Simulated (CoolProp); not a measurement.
Properties of C2F6 (R116) along the isotherm 219.4 K.

Computed with CoolProp (reference Helmholtz-energy equation of state, Lemmon 2006). It is a short technical equation, of lower accuracy than the large ones.

| p (kPa) | phase | Z | cp (kJ/(kg K)) | cv (kJ/(kg K)) | isothermal compressibility (1/MPa) | fugacity coefficient |
|---|---|---|---|---|---|---|
| 2340 | liquid | 0.1176 | 0.9991 | 0.6617 | 0.004467 | 0.1369 |
| 4690 | liquid | 0.2334 | 0.9866 | 0.6625 | 0.004037 | 0.07681 |
| 7030 | liquid | 0.3468 | 0.9763 | 0.6634 | 0.003692 | 0.05754 |
| 9380 | liquid | 0.4588 | 0.9677 | 0.6644 | 0.003405 | 0.04840 |
| 11700 | liquid | 0.5680 | 0.9605 | 0.6653 | 0.003166 | 0.04345 |
| 14100 | liquid | 0.6795 | 0.9540 | 0.6662 | 0.002955 | 0.04049 |
| 16400 | liquid | 0.7851 | 0.9486 | 0.6671 | 0.002780 | 0.03888 |
| 18800 | liquid | 0.8942 | 0.9437 | 0.6681 | 0.002620 | 0.03803 |
| 21100 | liquid | 0.9978 | 0.9395 | 0.6690 | 0.002484 | 0.03779 |
| 23400 | liquid | 1.100 | 0.9357 | 0.6698 | 0.002363 | 0.03798 |
| 25800 | liquid | 1.207 | 0.9322 | 0.6708 | 0.002250 | 0.03855 |
| 28100 | liquid | 1.307 | 0.9292 | 0.6716 | 0.002152 | 0.03940 |
| 30500 | liquid | 1.412 | 0.9263 | 0.6725 | 0.002059 | 0.04058 |
